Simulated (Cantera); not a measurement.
A perfectly stirred reactor is fed with CH3OH : O2 : N2 = 1 : 2.42 : 9.1 (molar parts), at 1.00 bar; it is adiabatic with a 700 K inlet, and is followed from long to short residence time, starting on the burning branch (τ in s: 0.029, 0.017, 0.01, 0.006, 0.0036, 0.0021, 0.0013, 0.00075, 0.00044, 0.00026, 0.00016, 9.3e-05, 5.5e-05).

Model: GRI-Mech 3.0 (53 species, 325 reactions), integrated in Cantera. GRI-Mech 3.0 was tuned for natural gas; its chemistry of methanol as a main component is partial and can be far from experiment.

x: mole fraction; the columns are a selection and need not sum to one.

```csv
τ (s),T (K),x CH3OH,x O2,x CH3,x NO,x CH2
0.029,2035,3.62e-6,0.0703,1.17e-7,0.000145,8.26e-9
0.017,2027,5.29e-6,0.0704,1.54e-7,0.000108,1.17e-8
0.010,2016,7.60e-6,0.0706,2.10e-7,8.04e-5,1.69e-8
0.0060,2003,1.07e-5,0.0709,2.98e-7,6.01e-5,2.51e-8
0.0036,1986,1.50e-5,0.0713,4.51e-7,4.42e-5,3.94e-8
0.0021,1965,2.17e-5,0.0718,7.43e-7,3.15e-5,6.75e-8
0.0013,1942,3.04e-5,0.0724,1.20e-6,2.32e-5,1.13e-7
0.00075,1911,4.59e-5,0.0734,2.14e-6,1.63e-5,2.07e-7
0.00044,1877,7.09e-5,0.0748,3.79e-6,1.14e-5,3.72e-7
0.00026,1840,(withheld),0.0768,(withheld),(withheld),(withheld)
0.00016,1798,0.000197,0.0797,1.15e-5,4.77e-6,1.07e-6
9.3e-5,1729,(withheld),(withheld),(withheld),(withheld),(withheld)
5.5e-5,700,0.0799,0.193,<1e-12,<1e-12,<1e-12
```

### Question
Complete the blanks.

### Answer

- 0.00026, x CH3OH: 0.000115
- 0.00026, x CH3: 6.70e-6
- 0.00026, x NO: 7.70e-6
- 0.00026, x CH2: 6.52e-7
- 9.3e-5, x CH3OH: 0.000484
- 9.3e-5, x O2: 0.0866
- 9.3e-5, x CH3: 2.20e-5
- 9.3e-5, x NO: 1.67e-6
- 9.3e-5, x CH2: 1.74e-6
